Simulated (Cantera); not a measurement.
An isothermal, constant-pressure homogeneous reactor starts with 32.6 % H2, 23.3 % O2, 44.2 % N2, equivalence ratio 0.70, at 1398 K and 100.0 Torr.

Computed with Cantera and GRI-Mech 3.0 (53 species, 325 reactions). The temperature is held fixed by assumption; the heat of reaction is taken as removed at once.

One state of this run: x H2 = 1.64e-6; x O2 = 0.0833; x H = 1.69e-8; x H2O = 0.389; x OH = 7.88e-5; x NO = 2.33e-5; x HO2 = 5.30e-8. x: mole fraction; the columns are a selection and need not sum to one.

### Question
Which value of t (s) does it belong to?
A) 0.00125
B) 0.820
C) 0.224
D) 7.00e-6

### Answer
B, 0.820
